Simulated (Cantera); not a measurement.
# CaCl₂ + H₂ (halide evaporation, hydrolysis and transport)

Input: 1 mol CaCl₂, 0.22 mol H₂, at 0.130 bar.

Cantera equilibrium calculation (NASA polynomials, part measured and part estimated; ideal gas, pure solids and liquids). Candidate condensed phases: Ca, CaCl₂; 9 gas species. The numbers say what is thermodynamically allowed, not how fast it happens.

```tsv
T (K)	log p H₂	log p CaCl₂	log p HCl	log p CaCl	log p H	n CaCl₂(l)
1223	-0.89	-4.93	-6.62	-7.00	-6.96	1.000
1323	-0.89	-4.05	-5.80	-6.07	-6.24	1.000
1423	-0.89	-3.30	-5.10	-5.29	-5.62	0.999
1523	-0.89	-2.66	-4.49	-4.63	-5.08	0.996
1623	-0.91	-2.11	-3.95	-4.06	-4.62	0.986
1723	-0.97	-1.63	-3.50	-3.58	-4.23	0.951
1823	-1.17	-1.21	-3.13	-3.19	-3.95	0.798
1923	-1.64	-0.98	-2.94	-2.98	-3.85	0
```
log p: log10 of the partial pressure in bar; n: condensed amount in mol.

From 1223 K to 1823 K the condensed part is CaCl₂(l). At 1923 K nothing is condensed. The main Ca-bearing gas is CaCl₂ throughout.
